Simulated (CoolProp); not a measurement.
A single-stage vapour-compression cycle with R22: evaporating at 203.15 K (dew point), condensing at 272.15 K (bubble point), superheat 10 K, subcooling 0 K, compressor efficiency 0.85, no pressure losses. Each further row changes one setting.

Values from CoolProp's reference Helmholtz-energy equation of state, Kamei 1995.

| case | cooling COP | pressure ratio | discharge temperature (K) | refrigerating effect (kJ/kg) | volumetric capacity (kJ/m³) |
|---|---|---|---|---|---|
| as stated | 1.85 | 23.5 | 370.6 | 180 | 182 |
| evaporating temperature 208.15 K | 2.10 | 17.2 | 360.4 | 183 | 247 |
| condensing temperature 267.15 K | 2.04 | 19.9 | 361.3 | 186 | 188 |
| subcooling 5 K | 1.91 | 23.5 | 370.6 | 186 | 188 |
| superheat 20 K | 1.83 | 23.5 | 383.5 | 186 | 179 |
| compressor efficiency 0.75 | 1.63 | 23.5 | 387.6 | 180 | 182 |
